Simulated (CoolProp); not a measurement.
Values from CoolProp's reference Helmholtz-energy equation of state, Thol 2014.

**Question.** For diethyl ether, give the phase and the density (kg/m³), cp (kJ/(kg K)), isothermal compressibility (1/MPa) at 430.7 K and 4.75 MPa; 475 K and 4.75 MPa; 497.1 K and 4.75 MPa.

**Answer.** 
- 430.7 K and 4.75 MPa: liquid; density 527, cp 2.98, isothermal compressibility 0.0143
- 475 K and 4.75 MPa: supercritical; density 379, cp 4.83, isothermal compressibility 0.179
- 497.1 K and 4.75 MPa: supercritical; density 178, cp 4.44, isothermal compressibility 0.561
